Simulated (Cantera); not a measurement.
Input: 1 mol Mg(OH)2, 0.48 mol C, 7 mol CO2, at 1625 K and 0.203 Torr.

These are equilibrium values from Cantera (NASA tables, ideal gas, pure condensed phases), not measurements of a reactor. Candidate condensed phases: C, C6H6, C7H8, C8H18, H2O, Mg, MgCO3, MgO, Mg(OH)2; 116 gas species. Equilibrium is a limit: real reactors are often held back by kinetics, nucleation or transport.

Base state: CO2 0.773, H2O 0.113, CO 0.108, H2 0.00507, H 0.000306, OH 0.000286, O2 0.000143, O 1.42e-5 (mole fractions); condensed: MgO(s).

**Question.** What changes in the equilibrium state with this change: CO2 from 7 to 0.035 mol?

**Answer.** 
```
species        before    after
-----------  --------  -------
H2            0.00507    0.362
H2O             0.113    0.295
CO              0.108    0.269
CO2             0.773   0.0705
Mg            3.30e-6  8.98e-5
O2           0.000143  1.93e-7
O             1.42e-5  5.21e-7
H            0.000306  0.00259
MgO(s), mol     1.000    1.000
```
